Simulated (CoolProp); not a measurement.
Computed with CoolProp (reference Helmholtz-energy equation of state, Lemmon 2006). It is a short technical equation, of lower accuracy than the large ones.

**Question.** Give the vapour pressure (bar), liquid cp (kJ/(kg K)), vapour Z, surface tension (mN/m) of saturated acetone at 311.2, 330, 342.6 K.

**Answer.** 
```json
[
 {"T (K)": "311.2", "p (bar)": "0.525", "liquid cp (kJ/(kg K))": "2.18", "vapour Z": "0.965", "surface tension (mN/m)": "21.1"},
 {"T (K)": "330", "p (bar)": "1.04", "liquid cp (kJ/(kg K))": "2.23", "vapour Z": "0.947", "surface tension (mN/m)": "18.8"},
 {"T (K)": "342.6", "p (bar)": "1.57", "liquid cp (kJ/(kg K))": "2.27", "vapour Z": "0.932", "surface tension (mN/m)": "17.2"}
]
```

Surface tension comes from a separate correlation (Mulero 2012).
